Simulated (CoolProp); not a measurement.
Vapour-liquid equilibrium of propane (1) + cyclopropane (2) at 309.1 K; x and y are mole fractions of (1).

Computed with CoolProp (multi-fluid Helmholtz-energy mixture model, Lemmon 2009 and Polt 1992; pair parameters Bell 2016). This equation is an older, rougher fit; its heat capacities, sound speeds and derivatives of the liquid may be far off and weren't checked against measurements.

| x | bubble pressure (MPa) | y at the bubble point | dew pressure at overall composition x (MPa) | liquid density (mol/L) |
|---|---|---|---|---|
| 0.05 | 0.9897 | 0.071 | 0.9818 | 14.07 |
| 0.15 | 1.039 | 0.198 | 1.020 | 13.64 |
| 0.25 | 1.084 | 0.311 | 1.060 | 13.22 |
| 0.35 | 1.123 | 0.414 | 1.099 | 12.82 |
| 0.45 | 1.157 | 0.508 | 1.136 | 12.45 |
| 0.55 | 1.186 | 0.597 | 1.171 | 12.10 |
| 0.65 | 1.209 | 0.684 | 1.201 | 11.76 |
| 0.75 | 1.228 | 0.769 | 1.224 | 11.45 |
| 0.85 | 1.240 | 0.858 | 1.239 | 11.16 |
| 0.95 | 1.246 | 0.951 | 1.246 | 10.89 |

No azeotrope shows between x = 0.05 and 0.95.

Pair parameters are fitted to limited data, so mixtures are less certain than the pure fluids.
